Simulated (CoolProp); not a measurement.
R115 at 350.89 K and 0.228 MPa is compressed adiabatically to 0.799 MPa with isentropic efficiency 0.7. Each further row changes one setting.

Model: reference Helmholtz-energy equation of state, Lemmon 2016, in CoolProp.

| case | work (kJ/kg) | final temperature (K) | final density (kg/m³) |
|---|---|---|---|
| as stated | 33.9 | 396.4 | 39.8 |
| efficiency 1 | 23.7 | 384.4 | 41.3 |
| efficiency 0.65 | 36.5 | 399.4 | 39.4 |
